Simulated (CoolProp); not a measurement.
A Linde-Hampson liquefier for ethane: isothermal reversible compression at 320 K from 1 atm to 25 MPa, throttling to 1 atm, return gas leaving the recuperator 0 K below the feed. Each further row changes one setting.

The numbers come from the reference Helmholtz-energy equation of state, Bücker 2006 in CoolProp.

```
case                        liquid yield per pass  compression work (kJ/kg of gas)
--------------------------  ---------------------  -------------------------------
as stated                                   0.467                              378
high pressure 50 MPa                        0.451                              436
warm-end temperature 350 K                  0.390                              443
warm-end gap 5 K                            0.460                              378
```
